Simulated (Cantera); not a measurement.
**Stirred combustor or abatement burner**

A perfectly stirred reactor is fed with C3H8 : O2 : N2 = 1 : 7.04 : 26.5 (molar parts), equivalence ratio 0.71, at 190000 Pa; it is adiabatic with a 450 K inlet, and is followed from long to short residence time, starting on the burning branch (τ in s: 0.047, 0.022, 0.01, 0.0049, 0.0023, 0.0011, 0.00051, 0.00024, 0.00011, 5.3e-05, 2.5e-05, 1.2e-05).

Model: GRI-Mech 3.0 (53 species, 325 reactions), integrated in Cantera. GRI-Mech 3.0 was tuned for natural gas; its chemistry of propane as a main component is partial and can be far from experiment.

```csv
τ (s),T (K),x C3H8,x O2,x NO,x NO2,x C2H,x CO
0.047,2004,5.12e-7,0.0572,0.000167,2.28e-7,4.64e-9,0.000940
0.022,1997,9.60e-7,0.0574,0.000119,1.66e-7,7.75e-9,0.00140
0.010,1987,1.77e-6,0.0576,8.77e-5,1.19e-7,1.24e-8,0.00217
0.0049,1972,3.01e-6,0.0580,6.67e-5,8.44e-8,1.83e-8,0.00325
0.0023,1950,5.19e-6,0.0587,4.94e-5,5.67e-8,2.63e-8,0.00490
0.0011,1921,8.83e-6,0.0597,3.69e-5,3.80e-8,3.60e-8,0.00719
0.00051,1880,1.58e-5,0.0614,2.74e-5,2.56e-8,4.82e-8,0.0105
0.00024,1826,2.97e-5,0.0640,1.97e-5,1.74e-8,6.31e-8,0.0152
0.00011,1747,6.70e-5,0.0689,1.19e-5,1.08e-8,8.43e-8,0.0231
5.3e-5,450,0.0290,0.204,<1e-12,<1e-12,<1e-12,<1e-12
2.5e-5,450,0.0290,0.204,<1e-12,<1e-12,<1e-12,<1e-12
1.2e-5,450,0.0290,0.204,<1e-12,<1e-12,<1e-12,<1e-12
```
x: mole fraction; the columns are a selection and need not sum to one.
